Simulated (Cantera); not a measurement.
An adiabatic, constant-pressure homogeneous reactor starts with 8.33 % CH₄, 0.425 % H₂, 19.2 % O₂, 72.1 % N₂, equivalence ratio 0.88, at 1200 K and 9.80 bar.

Detailed kinetics in Cantera: GRI-Mech 3.0 (53 species, 325 reactions).

Q: Predict: time of steepest temperature rise; temperature at 2.00 s; equilibrium temperature; x(H₂) at 2.00 s; x(O₂) at 2.00 s; x(H₂O) at 2.00 s.

A: 
| Quantity | Value |
|---|---|
| time of steepest temperature rise | 2.41 ms |
| temperature at 2.00 s | 2684 K |
| equilibrium temperature | 2684 K |
| x(H₂) at 2.00 s | 0.00454 (gas-phase equilibrium 0.00454) |
| x(O₂) at 2.00 s | 0.0235 (gas-phase equilibrium 0.0235) |
| x(H₂O) at 2.00 s | 0.159 (gas-phase equilibrium 0.159) |
